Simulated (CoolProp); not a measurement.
C2F6 (R116) along the isobar 4.06 MPa: Z from the reference equation and from simpler models built on Tc = 293.0 K, pc = 3.048 MPa, ω = 0.257; each cubic takes its own stable root.

The numbers come from the reference Helmholtz-energy equation of state, Lemmon 2006 in CoolProp. It is a short technical equation, of lower accuracy than the large ones.

| T (K) | phase | reference |
|---|---|---|
| 244.5 | liquid | 0.1983 |
| 261.9 | liquid | 0.2002 |
| 279.2 | liquid | 0.2094 |
| 296.6 | supercritical | 0.2438 |
| 313.9 | supercritical | 0.4945 |
| 331.3 | supercritical | 0.6481 |
| 348.6 | supercritical | 0.7325 |
| 365.9 | supercritical | 0.7900 |

**Question.** How far does each simpler model (Redlich-Kwong, Peng-Robinson) lie from the reference over these 8 states: mean and median of the absolute difference, and the worst?

**Answer.** 
- Redlich-Kwong: mean 9.2 %, median 8.2 %, worst +16.2 % at 296.6 K and 4.06 MPa
- Peng-Robinson: mean 3.4 %, median 2.7 %, worst +7.2 % at 296.6 K and 4.06 MPa
